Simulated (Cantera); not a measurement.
What does this Cantera script print?

```python
import numpy as np
import cantera as ct

gas_names = """
    NO ZrO2
""".split()
cond_names = """
    Zr(a) Zr(b) Zr(L) ZrN(s) ZrN(L)
""".split()


# ... load() reads the species with a 1 bar reference pressure and builds the phases ...
species = {s.name: s for s in load("nasa_gas.yaml", gas_names) + load("nasa_condensed.yaml", cond_names)}
# Each term lists the table entries of one substance; the one whose range holds T is used.
reactions = {
    '2 NO(g) + 3 Zr = ZrO2(g) + 2 ZrN':
        [(-2, ['NO']), (-3, ['Zr(a)', 'Zr(b)', 'Zr(L)']), (1, ['ZrO2']), (2, ['ZrN(s)', 'ZrN(L)'])],
}


def pick(names, T):
    return next(species[n] for n in names if species[n].thermo.min_temp <= T <= species[n].thermo.max_temp)


results = []
for label, terms in reactions.items():
    print(label)
    print("     T/K   dH/kJ  dS/(J/K)   dG/kJ   log10 K")
    for T in [1723, 1823, 1923, 2023, 2123, 2223]:
        used = [(nu, pick(names, T)) for nu, names in terms]
        dH = sum(nu * s.thermo.h(T) for nu, s in used) / 1e6
        dS = sum(nu * s.thermo.s(T) for nu, s in used) / 1e3
        dG = dH - T * dS / 1e3
        logK = -dG * 1e6 / (ct.gas_constant * T * np.log(10))
        results.append((label, T, dH, dS, dG, logK, [s.name for _, s in used]))
        print(f"{T:8g} {dH:8.1f} {dS:8.1f} {dG:8.1f} {logK:8.2f}")
```

It prints:

```
2 NO(g) + 3 Zr = ZrO2(g) + 2 ZrN
     T/K   dH/kJ  dS/(J/K)   dG/kJ   log10 K
    1723  -1203.6   -190.2   -875.9    26.55
    1823  -1203.0   -189.8   -856.9    24.55
    1923  -1202.5   -189.6   -837.9    22.76
    2023  -1202.3   -189.5   -819.0    21.15
    2123  -1202.3   -189.5   -800.0    19.68
    2223  -1266.9   -219.9   -778.1    18.28
```

Source: NASA polynomial tables (part measured, part estimated), evaluated in Cantera. ZrN: taken at fixed stoichiometry. Condensed species are held in their standard states even where they would react or evaporate.
